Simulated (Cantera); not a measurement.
N2O furnace oxynitridation

A perfectly stirred reactor is fed with 15.7 % N₂O, 84.3 % N₂, at 1.90 bar; it is held at 1050 K, and followed from long to short residence time.

Computed with Cantera and GRI-Mech 3.0 (53 species, 325 reactions). GRI-Mech 3.0 was tuned for natural gas; its chemistry of N2O as a main component is partial and can be far from experiment. The mechanism lacks the step 2 NO + O2 → 2 NO2, which can matter for NO2 below about 1400 K. The temperature is held fixed by assumption; the heat of reaction is taken as removed at once.

```
τ (s)   x N₂O      x NO   x N₂      x O₂     x NO₂
------  -----  --------  -----  --------  --------
5.2     0.130   0.00111  0.857    0.0116   3.14e-5
2.2     0.144  0.000581  0.850   0.00566   1.60e-5
0.92    0.151  0.000272  0.846   0.00256   7.09e-6
0.38    0.154  0.000118  0.845   0.00109   2.73e-6
0.16    0.156   5.12e-5  0.844  0.000468   9.27e-7
0.068   0.156   2.21e-5  0.844  0.000200   2.66e-7
0.028   0.156   9.17e-6  0.843   8.25e-5   6.03e-8
0.012   0.157   3.94e-6  0.843   3.54e-5   1.27e-8
0.0050  0.157   1.64e-6  0.843   1.47e-5   2.35e-9
0.0021  0.157   6.83e-7  0.843   6.11e-6  4.20e-10
```
x: mole fraction; the columns are a selection and need not sum to one.
